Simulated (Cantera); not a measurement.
Input: 1 mol MgSO4, 2 mol H2, 6.6 mol O2, held at 725 °C and 0.630 Torr.

Equilibrium computed with Cantera from the NASA thermochemical tables; the gas is ideal and each condensed phase is pure. Candidate condensed phases: H2O, H2SO4, Mg, MgO, Mg(OH)2, MgS, MgSO4, S; 26 gas species. Equilibrium is a limit: real reactors are often held back by kinetics, nucleation or transport.

Base state: O2 0.670, H2O 0.220, SO2 0.106, SO3 0.00462 (mole fractions); condensed: MgO(s).

**Question.** What changes in the equilibrium state with this change: temperature from 725 °C to 750 °C?

**Answer.** 
```tsv
species	before	after
O2	0.670	0.670
H2O	0.220	0.220
SO2	0.106	0.107
SO3	0.00462	0.00351
MgO(s), mol	1.00	1.00
```

**Question.** What changes in the equilibrium state with this change: H2 from 2 to 0.58 mol?

**Answer.** 
```
species       before    after
-----------  -------  -------
O2             0.670    0.811
SO2            0.106    0.114
H2O            0.220   0.0693
SO3          0.00462  0.00549
MgO(s), mol     1.00     1.00
```
